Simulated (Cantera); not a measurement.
Standard-state values (1 bar) from the NASA 1993 polynomials, evaluated with Cantera. Values are per mole of reaction as written; species without (g) are pure solids or liquids, kept so even where they would boil at 1 bar. TaC: taken at fixed stoichiometry.

### Question
Between 1973 and 2723 K, where is each reaction favourable under standard conditions?
- 2 Ta + C2H6(g) ⇌ 6 H(g) + 2 TaC

### Answer
- 2 Ta + C2H6(g) ⇌ 6 H(g) + 2 TaC: ΔG° is 47 kJ at 1973 K and -388 kJ at 2723 K; it changes sign between 1973 and 2123 K. ΔH° is 1200 kJ and ΔS° 583 J/K at 2723 K.
